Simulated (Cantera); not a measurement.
**Si + HCl + H₂ (chlorosilane synthesis and conversion)**

Input: 1 mol Si, 0.54 mol HCl, 6.2 mol H₂, held at 0.490 bar.

These are equilibrium values from Cantera (NASA tables, ideal gas, pure condensed phases), not measurements of a reactor. Candidate condensed phases: Si; 19 gas species. The tables' values for SiCl₃ are old estimates; treat these amounts as uncertain. Gases not in the tables: Si₂H₆ and higher silanes. Equilibrium is a limit: real reactors are often held back by kinetics, nucleation or transport.

| T (K) | log p H₂ | log p HCl | log p SiCl₄ | log p SiCl₂ | log p SiHCl₃ | n Si(s) |
|---|---|---|---|---|---|---|
| 700 | -0.32 | -3.98 | -2.24 | -7.78 | -2.27 | 0.845 |
| 775 | -0.32 | -3.46 | -2.23 | -6.63 | -2.28 | 0.846 |
| 850 | -0.32 | -3.04 | -2.23 | -5.68 | -2.30 | 0.848 |
| 925 | -0.32 | -2.69 | -2.25 | -4.90 | -2.32 | 0.853 |
| 1000 | -0.32 | -2.40 | -2.27 | -4.24 | -2.35 | 0.860 |
| 1075 | -0.32 | -2.15 | -2.32 | -3.69 | -2.40 | 0.870 |
| 1150 | -0.33 | -1.96 | -2.41 | -3.24 | -2.48 | 0.883 |
| 1225 | -0.33 | -1.80 | -2.56 | -2.88 | -2.60 | 0.897 |
| 1300 | -0.33 | -1.69 | -2.80 | -2.62 | -2.78 | 0.908 |
| 1375 | -0.34 | -1.62 | -3.13 | -2.44 | -3.04 | 0.915 |
| 1450 | -0.34 | -1.59 | -3.54 | -2.35 | -3.35 | 0.918 |
| 1525 | -0.34 | -1.57 | -3.97 | -2.29 | -3.69 | 0.919 |
| 1600 | -0.34 | -1.57 | -4.40 | -2.26 | -4.01 | 0.918 |
| 1675 | -0.34 | -1.57 | -4.80 | -2.24 | -4.32 | 0.917 |
log p: log10 of the partial pressure in bar; n: condensed amount in mol.

From 700 K to 1675 K the condensed part is Si(s). The main Si-bearing gas is SiCl₄ at 700 K and SiCl₂ at 1675 K. The share of Si in condensed phases is highest at 1525 K (91.9 %) and lowest at 700 K (84.5 %).
